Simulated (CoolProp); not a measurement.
A closed Brayton cycle with nitrogen: compressor inlet 309.15 K and 1.8 MPa, high pressure 4.15 MPa, turbine inlet 960 K, compressor efficiency 0.89, turbine efficiency 0.93, recuperator effectiveness 0 (on enthalpy, no pinch check). Each further row changes one setting.

Model: reference Helmholtz-energy equation of state, Span 2000, in CoolProp.

| case | thermal efficiency (%) | net work (kJ/kg) | compressor to turbine work | compressor exit (K) | turbine exit (K) |
|---|---|---|---|---|---|
| as stated | 16.7 | 103 | 0.49 | 403.4 | 785.2 |
| turbine inlet 910 K | 16.6 | 92.6 | 0.51 | 403.4 | 742.8 |
| compressor inlet 319.15 K | 16.6 | 100.0 | 0.50 | 416.3 | 785.2 |
| high pressure 3.53 MPa | 13.9 | 88.4 | 0.47 | 383.4 | 816.6 |
| recuperator effectiveness 0.5 | 25.2 | 103 | 0.49 | 403.4 | 785.2 |
